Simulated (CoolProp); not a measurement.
Vapour-liquid equilibrium of n-pentane (1) + toluene (2) at 435.4 K; x and y are mole fractions of (1).

Model: multi-fluid Helmholtz-energy mixture model, Thol 2019 and Lemmon 2006; pair parameters Bell 2016, in CoolProp.

Task: Give the bubble pressure and the first vapour's composition at x = 0.125, 0.725, 0.8. Is there an azeotrope?

Result: x = 0.125: 0.5859 MPa, y = 0.422; x = 0.725: 1.493 MPa, y = 0.886; x = 0.8: 1.610 MPa, y = 0.916. No azeotrope shows between x = 0.05 and 0.95.

Pair parameters are fitted to limited data, so mixtures are less certain than the pure fluids. The gap from Raoult's law changes sign with composition, which may be real or a fault of the pair parameters; it wasn't checked against measurements.
